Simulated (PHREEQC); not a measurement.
A column of 0.5 m (40 cells, dispersivity 0.018 m, 720 s a shift, diffusion coefficient 3e-10 m²/s) holds 0.0093 eq of the database's cation exchanger X per kg of pore water, first in equilibrium with 0.5 mmol/kgw PbCl2, 37 mmol/kgw MnCl2 and 0.01 mmol/kgw HCl. It is flushed with 0.0017 mol/kgw MgCl2, 0.00068 mol/kgw PbCl2 and 1e-05 mol/kgw HCl, at 40 °C. Values are for the last cell. No CO2 enters from the air. Precipitation was switched off in this run.

Equilibrium calculation in PHREEQC: ion-association model, phreeqc.dat.

```
pore volumes  Mg in solution (mol/kgw)  Mn in solution (mol/kgw)  Pb in solution (mol/kgw)  Cl in solution (mol/kgw)  MgX2 on the exchanger (mol/kgw)  MnX2 on the exchanger (mol/kgw)
------------  ------------------------  ------------------------  ------------------------  ------------------------  -------------------------------  -------------------------------
0                                    0                    0.0370                  0.000500                    0.0750                                0                          0.00456
0.2125                               0                    0.0370                  0.000500                    0.0750                                0                          0.00456
0.6125                         8.41e-6                    0.0355                  0.000478                    0.0721                          1.66e-6                          0.00455
0.8125                         5.85e-5                    0.0280                  0.000369                    0.0568                          1.44e-5                          0.00454
1.012                         0.000107                    0.0171                  0.000215                    0.0349                          4.16e-5                          0.00450
1.413                          9.17e-5                   0.00490                   5.36e-5                    0.0101                         0.000117                          0.00441
1.613                          8.65e-5                   0.00318                   3.41e-5                   0.00661                         0.000167                          0.00435
1.812                         0.000103                   0.00254                   2.79e-5                   0.00536                         0.000244                          0.00427
2.013                         0.000149                   0.00229                   2.69e-5                   0.00495                         0.000379                          0.00413
2.413                         0.000401                   0.00195                   3.26e-5                   0.00478                          0.00100                          0.00348
2.612                         0.000635                   0.00171                   4.09e-5                   0.00477                          0.00153                          0.00292
2.812                         0.000924                   0.00140                   5.68e-5                   0.00477                          0.00211                          0.00227
3.212                          0.00149                  0.000766                  0.000126                   0.00477                          0.00302                          0.00111
3.413                          0.00168                  0.000517                  0.000181                   0.00477                          0.00323                         0.000706
3.612                          0.00180                  0.000333                  0.000245                   0.00477                          0.00330                         0.000432
4.013                          0.00188                  0.000124                  0.000379                   0.00477                          0.00318                         0.000150
4.213                          0.00187                   7.36e-5                  0.000438                   0.00477                          0.00308                          8.63e-5
4.412                          0.00185                   4.29e-5                  0.000490                   0.00477                          0.00298                          4.92e-5
4.612                          0.00182                   2.48e-5                  0.000532                   0.00477                          0.00289                          2.79e-5
5.013                          0.00178                   8.09e-6                  0.000594                   0.00477                          0.00275                          8.90e-6
5.213                          0.00176                   4.59e-6                  0.000615                   0.00477                          0.00270                          5.02e-6
5.412                          0.00175                   2.60e-6                  0.000632                   0.00477                          0.00266                          2.83e-6
5.812                          0.00173                   8.32e-7                  0.000653                   0.00477                          0.00261                          8.96e-7
6.013                          0.00172                   4.70e-7                  0.000660                   0.00477                          0.00260                          5.05e-7
```

Species that the database lacks are ignored. At this temperature some constants are extrapolated from 25 °C, and those without enthalpy data are left unchanged.
